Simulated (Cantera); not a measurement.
A perfectly stirred reactor is fed with CH4 : O2 : N2 = 0.0038 : 0.0034 : 1 (molar parts), equivalence ratio 2.2, at 1.01 bar; it is held at 1300 K, and followed from long to short residence time.

Model: GRI-Mech 3.0 (53 species, 325 reactions), integrated in Cantera.

**Question.** Predict: x(CH4) at τ = 4.40 s; x(O2) at τ = 4.40 s; x(NO) at τ = 4.40 s; x(CH2O) at τ = 4.40 s; x(CH4) at τ = 43.0 ms; x(O2) at τ = 43.0 ms; x(CH2O) at τ = 43.0 ms.

**Answer.** 
```json
{
  "x(CH4) at τ = 4.40 s": "0.000975",
  "x(O2) at τ = 4.40 s": "0.000393",
  "x(NO) at τ = 4.40 s": "2.16e-9",
  "x(CH2O) at τ = 4.40 s": "1.17e-6",
  "x(CH4) at τ = 43.0 ms": "0.00377",
  "x(O2) at τ = 43.0 ms": "0.00337",
  "x(CH2O) at τ = 43.0 ms": "1.23e-6"
}
```
